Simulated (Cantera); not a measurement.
A diamond (100) surface in a fixed gas of H2 with x(CH4) = 0.028, x(H) = 0.0016, x(CH3) = 0.00013, at 1025 K; coverages are run to steady state.

Detailed kinetics in Cantera: the Harris–Goodwin 1993 mechanism for the reconstructed diamond (100) surface.

One state of this run: growth (µm/h) = 0.164; θ c6HH = 0.566; θ c6H* = 0.0201; θ c6*H = 0.384; θ c6** = 0.0106; θ c6HM = 0.0136. θ: site fractions in the mechanism's names (c6HH fully hydrogenated, c6H* and c6*H radical sites, c6** diradical, c6HM methylated).

Which value of P (Pa) does it belong to?
A) 600
B) 14000
C) 2900
D) 360

A, 600
